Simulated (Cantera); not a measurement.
Standard-state values (1 bar) from the NASA 1993 polynomials, evaluated with Cantera. Values are per mole of reaction as written; species without (g) are pure solids or liquids, kept so even where they would boil at 1 bar.

Task: Between 498 and 673 K, where is each reaction favourable under standard conditions?
- 5 NO2(g) + 2 P2(g) → P4O10 + 5 N(g)

Result: 
- 5 NO2(g) + 2 P2(g) → P4O10 + 5 N(g): ΔG° is -790 kJ at 498 K and -689 kJ at 673 K; it stays negative (K > 1). ΔH° is -1063 kJ and ΔS° -555 J/K at 673 K.
